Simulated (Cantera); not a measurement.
What does this Cantera script print?

```python
import numpy as np
import cantera as ct

gas_names = """
    O2 N2
""".split()
cond_names = """
    Zr(b) ZrN(s) ZrO2(b)
""".split()


# ... load() reads the species with a 1 bar reference pressure and builds the phases ...
species = {s.name: s for s in load("nasa_gas.yaml", gas_names) + load("nasa_condensed.yaml", cond_names)}
T = 1725
g = {n: (s.thermo.h(T) - T * s.thermo.s(T)) / (ct.gas_constant * T * np.log(10)) for n, s in species.items()}
valid = cond_names  # the entries whose range holds T


def stable(la, lb):
    # potentials (over RT ln 10) of the two non-metals from log10 p(O2) and log10 p(N2) in bar
    mu = {}
    mu["O"] = (g["O2"] + la) / 2
    mu["N"] = (g["N2"] + lb) / 2
    cost = {}
    for n in valid:
        c = species[n].composition
        cost[n] = (g[n] - sum(c.get(e, 0) * m for e, m in mu.items())) / c["Zr"]
    return min(cost, key=cost.get)


results = []
for lb in [0, -1.1, -2.2, -3.2, -4.3, -5.4, -6.5, -7.6, -8.7, -9.8, -10.8, -11.9, -13]:
    row = [stable(la, lb) for la in [-21, -20, -19, -18, -17, -16, -15, -14, -13, -12, -11, -10, -9, -8, -7, -6, -5, -4, -3, -2, -1, 0]]
    results.append(row)
    print(f"{lb:6.1f}  " + " ".join(f"{valid.index(n):x}" for n in row))
print("key: " + ", ".join(f"{i:x} {n}" for i, n in enumerate(valid)))
```

It prints:

```
   0.0  1 1 1 1 2 2 2 2 2 2 2 2 2 2 2 2 2 2 2 2 2 2
  -1.1  1 1 1 1 2 2 2 2 2 2 2 2 2 2 2 2 2 2 2 2 2 2
  -2.2  1 1 1 2 2 2 2 2 2 2 2 2 2 2 2 2 2 2 2 2 2 2
  -3.2  1 1 1 2 2 2 2 2 2 2 2 2 2 2 2 2 2 2 2 2 2 2
  -4.3  1 1 2 2 2 2 2 2 2 2 2 2 2 2 2 2 2 2 2 2 2 2
  -5.4  1 1 2 2 2 2 2 2 2 2 2 2 2 2 2 2 2 2 2 2 2 2
  -6.5  1 2 2 2 2 2 2 2 2 2 2 2 2 2 2 2 2 2 2 2 2 2
  -7.6  2 2 2 2 2 2 2 2 2 2 2 2 2 2 2 2 2 2 2 2 2 2
  -8.7  2 2 2 2 2 2 2 2 2 2 2 2 2 2 2 2 2 2 2 2 2 2
  -9.8  2 2 2 2 2 2 2 2 2 2 2 2 2 2 2 2 2 2 2 2 2 2
 -10.8  2 2 2 2 2 2 2 2 2 2 2 2 2 2 2 2 2 2 2 2 2 2
 -11.9  2 2 2 2 2 2 2 2 2 2 2 2 2 2 2 2 2 2 2 2 2 2
 -13.0  2 2 2 2 2 2 2 2 2 2 2 2 2 2 2 2 2 2 2 2 2 2
key: 0 Zr(b), 1 ZrN(s), 2 ZrO2(b)
```

Cantera with NASA thermochemical tables; ideal gases at 1 bar, condensed phases pure. ZrN: taken at fixed stoichiometry.
